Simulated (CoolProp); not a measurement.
Vapour-liquid equilibrium of R113 (1) + acetone (2) at 78.85 °C; x and y are mole fractions of (1).

Values from CoolProp's multi-fluid Helmholtz-energy mixture model, Marx 1992 and Lemmon 2006; pair parameters Bell 2016.

```tsv
x	bubble pressure (MPa)	y at the bubble point	dew pressure at overall composition x (MPa)	liquid density (mol/L)
0.05	0.2240	0.109	0.2153	12.04
0.15	0.2483	0.264	0.2302	11.34
0.25	0.2652	0.371	0.2459	10.72
0.35	0.2767	0.453	0.2619	10.15
0.45	0.2842	0.521	0.2764	9.639
0.55	0.2883	0.583	0.2865	9.179
0.65	0.2894	0.645	0.2894	8.765
0.75	0.2872	0.715	0.2849	8.393
0.85	0.2805	0.801	0.2754	8.059
0.95	0.2672	0.919	0.2634	7.758
```

y crosses x between x = 0.55 and 0.65: the model has an azeotrope there.

Pair parameters are fitted to limited data, so mixtures are less certain than the pure fluids.
